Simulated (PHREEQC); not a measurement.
## Acid mine or pickling water: an equilibrium model

Model water analysis in mmol/kgw, 30 °C, pH 3.3, pe 11.6:

| constituent | mmol/kgw |
|---|---|
| Na | 1.96 |
| K | 4.74 |
| Ca | 17.9 |
| Mg | 19.7 |
| Cl | 22 |
| S(6) | 48.3 |
| Al | 14.7 |
| Zn | 0.77 |
| Cd | 1.2 |
| Fe(3) | 0.0246 |

Valence states are taken as typed.

Computed with PHREEQC (ion-association model, wateq4f.dat).

Each row changes one thing in this solution. No solid was allowed to form.

```
case                                               ionic strength (mol/kgw)  SO4-2 (mol/kgw)  Ca+2 (mol/kgw)  Mg+2 (mol/kgw)  AlSO4+ (mol/kgw)  MgSO4 (mol/kgw)  SI of Gypsum (CaSO4:2H2O)  SI of Gibbsite (Al(OH)3)
-------------------------------------------------  ------------------------  ---------------  --------------  --------------  ----------------  ---------------  -------------------------  ------------------------
as made                                                               0.118           0.0185          0.0120          0.0120            0.0103          0.00775                      +0.04                     -1.38
temperature from 30 to 10 °C at the same typed pH                     0.128           0.0209          0.0123          0.0137            0.0101          0.00596                      +0.12                     -2.49
all concentrations times 4 at the same typed pH                       0.402           0.0549          0.0441          0.0420            0.0375           0.0368                      +0.74                     -1.15
```

Species that the database lacks are ignored. Some of these states are supersaturated (in Jarosite-K, Hematite (slow to form), Gypsum, for instance). Constants without temperature data keep their 25 °C values here.
